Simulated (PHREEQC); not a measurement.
Dissolve 1.3 mol LiCl, 0.019 mol Na2SO4 and 0.08 mol KBr per kg of water at 20 °C. Closed to the air; pH follows from the charge balance.

The numbers come from PHREEQC with the Pitzer model, pitzer.dat.

### Question
The ionic strength comes out as 1.44 mol/kgw. What activity coefficients do K+, Cl-, Br-, SO4-2, Na+ get?

### Answer
K+ 0.79, Cl- 0.58, Br- 0.61, SO4-2 0.048, Na+ 0.90. Single-ion values are on the MacInnes scale.

No solid was allowed to form.
